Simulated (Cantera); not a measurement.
Predominance diagram of Ca at 1000 K against the partial pressures of O2 and F2 (log10, bar). Cantera with NASA thermochemical tables; ideal gases at 1 bar, condensed phases pure. Candidates: Ca(s), CaF2(s), CaO(s). Only these pure phases compete in this equilibrium. Not in the tables: oxide halides.

Question: Which phase is stable at these pairs, and which metal-bearing vapour leads over it? (-2.7, -9.4); (-34.9, -7.1); (-21.5, -23.6); (-2.7, -2.4); (-40.3, -28.3); (-16.1, -30.6); (-18.8, -16.5)

Answer: 
| log p(O2) | log p(F2) | phase | chief vapour | log p (bar) |
|---|---|---|---|---|
| -2.7 | -9.4 | CaF2(s) | CaF2 | -12.9 |
| -34.9 | -7.1 | CaF2(s) | CaF2 | -12.9 |
| -21.5 | -23.6 | CaF2(s) | CaF2 | -12.9 |
| -2.7 | -2.4 | CaF2(s) | CaF2 | -12.9 |
| -40.3 | -28.3 | CaF2(s) | CaF2 | -12.9 |
| -16.1 | -30.6 | CaF2(s) | CaF2 | -12.9 |
| -18.8 | -16.5 | CaF2(s) | CaF2 | -12.9 |
